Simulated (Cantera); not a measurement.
What does this Cantera script print?

```python
import numpy as np
import cantera as ct

gas = ct.Solution("h2o2.yaml")
gas.TPX = 1298, 39000, {'H2': 0.96, 'O2': 1, 'N2': 12}
inlet = ct.Reservoir(gas, clone=True)

reactor = ct.IdealGasConstPressureReactor(gas, energy="off", clone=False)
exhaust = ct.Reservoir(gas, clone=True)
tau = [17, 4.2, 1, 0.24, 0.059, 0.014, 0.0034][0]
for a, b in ((inlet, reactor), (reactor, exhaust)):
    ct.MassFlowController(a, b, mdot=lambda t: reactor.mass / tau)
net = ct.ReactorNet([reactor])
show = ['H2', 'O2', 'O', 'HO2', 'H2O']

rows = []
print(f"{'tau/s':>10s}{'T/K':>9s}" + "".join(f"{s:>11s}" for s in show))
for tau in [17, 4.2, 1, 0.24, 0.059, 0.014, 0.0034]:
    net.initial_time = 0.0
    net.advance(30 * tau)
    before = gas.X
    net.advance(40 * tau)
    drift = np.max(np.abs(gas.X - before) / (gas.X + 1e-9))
    rows.append([gas.T, *gas[show].X, drift])
    print(f"{tau:10.3e}{gas.T:9.1f}" + "".join(f"{x:11.3e}" for x in gas[show].X))
```

Result:

```
     tau/s      T/K         H2         O2          O        HO2        H2O
 1.700e+01   1298.0  1.172e-05  3.856e-02  6.666e-06  2.826e-07  7.116e-02
 4.200e+00   1298.0  2.976e-05  3.855e-02  1.711e-05  6.612e-07  7.112e-02
 1.000e+00   1298.0  7.719e-05  3.854e-02  4.517e-05  1.466e-06  7.102e-02
 2.400e-01   1298.0  1.974e-04  3.853e-02  1.182e-04  2.845e-06  7.082e-02
 5.900e-02   1298.0  4.880e-04  3.855e-02  3.006e-04  4.605e-06  7.034e-02
 1.400e-02   1298.0  1.198e-03  3.868e-02  7.602e-04  6.305e-06  6.914e-02
 3.400e-03   1298.0  2.767e-03  3.916e-02  1.795e-03  7.475e-06  6.624e-02
```

Model: the H2/O2 subset of GRI-Mech 3.0, which has no nitrogen chemistry, integrated in Cantera. The temperature is held fixed by assumption; the heat of reaction is taken as removed at once.
